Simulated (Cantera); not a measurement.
Predominance diagram of Mg at 1200 K against the partial pressures of O2 and Br2 (log10, bar). Cantera with NASA thermochemical tables; ideal gases at 1 bar, condensed phases pure. Candidates: Mg(l), MgBr2(l), MgO(s). Only these pure phases compete in this equilibrium. Not in the tables: oxide halides.

```
log p(Br2) \ log p(O2)
        columns: -35, -33.4, -31.7, -30.1, -28.5, -26.8, -25.2, -23.5, -21.9, -20.3, -18.6, -17, -15.4, -13.7, -12.1, -10.5, -8.8, -7.2, -5.5, -3.9, -2.3, -0.6, 1
      1  A A A A A A A A A A A A A A A A A A B B B B B
   -0.5  A A A A A A A A A A A A A A A A B B B B B B B
     -2  A A A A A A A A A A A A A A A B B B B B B B B
   -3.5  A A A A A A A A A A A A A B B B B B B B B B B
     -5  A A A A A A A A A A A B B B B B B B B B B B B
   -6.5  A A A A A A A A A B B B B B B B B B B B B B B
     -8  A A A A A A A B B B B B B B B B B B B B B B B
   -9.5  A A A A A B B B B B B B B B B B B B B B B B B
    -11  A A A A B B B B B B B B B B B B B B B B B B B
  -12.5  A A B B B B B B B B B B B B B B B B B B B B B
    -14  B B B B B B B B B B B B B B B B B B B B B B B
```

A: MgBr2(l); B: MgO(s).
